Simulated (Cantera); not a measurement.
An isothermal, constant-pressure homogeneous reactor starts with 2.53 % H2, 97.5 % O2, at 1448 K and 0.900 Torr.

Model: GRI-Mech 3.0 (53 species, 325 reactions), integrated in Cantera. Radical loss at walls, strong at low pressure, is not modelled.

Problem. Predict: x(H2) at 1.00 s; x(O2) at 1.00 s; x(HO2) at 1.00 s; x(H2O) at 1.00 s; x(OH) at 1.00 s.

Solution. 
```
Quantity                                             Value
----------------  ----------------------------------------
x(H2) at 1.00 s   0.000226 (gas-phase equilibrium 6.93e-7)
x(O2) at 1.00 s        0.952 (gas-phase equilibrium 0.974)
x(HO2) at 1.00 s   7.80e-8 (gas-phase equilibrium 3.93e-8)
x(H2O) at 1.00 s     0.0226 (gas-phase equilibrium 0.0256)
x(OH) at 1.00 s   0.00350 (gas-phase equilibrium 0.000196)
```
